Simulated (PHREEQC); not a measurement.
A solution holds 0.069 mol HF, 0.00013 mol NaF and 0.071 mol HCl per kg of water, at 20 °C. Closed to the air; pH follows from the charge balance.

Equilibrium calculation in PHREEQC: ion-association model, wateq4f.dat.

```csv
quantity,before,after
pH,1.22,1.18
ionic strength (mol/kgw),0.0720,0.0784
HF (mol/kgw),0.0513,0.258
F- (mol/kgw),0.000801,0.00374
HF2- (mol/kgw),0.000154,0.00361
```

### Question
Name the change that produced these shifts.
(A) 0.011 mol/kgw Na2CO3 added
(B) HF from 0.069 to 0.69 mol/kgw
(C) HF left out
(D) HF from 0.069 to 0.0069 mol/kgw
(E) HCl left out

### Answer
B, HF from 0.069 to 0.69 mol/kgw

Precipitation was switched off in this run. wateq4f.dat counts part of the HF as a dimer, H2F2, which phreeqc.dat doesn't know; its constant is uncertain.
